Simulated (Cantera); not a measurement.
A freely propagating, adiabatic, planar premixed flame of H2 : O2 : N2 = 1 : 0.179 : 0.661 (molar parts), unburnt at 700 K and 100.0 Torr; multicomponent+Soret transport, grid criteria slope 0.08 and curve 0.16, no radiation.

Detailed kinetics in Cantera: the H2/O2 subset of GRI-Mech 3.0, which has no nitrogen chemistry. Burning velocities carry a grid error of a few per cent, more on coarse grids.

Task: Predict: laminar burning velocity; thermal thickness; peak x(O); peak x(H2O2); peak x(OH).

Result: 
| Quantity | Result |
|---|---|
| laminar burning velocity | 829 cm/s |
| thermal thickness | 7.04 mm |
| peak x(O) | 0.00293 |
| peak x(H2O2) | 1.31e-7 |
| peak x(OH) | 0.00239 |
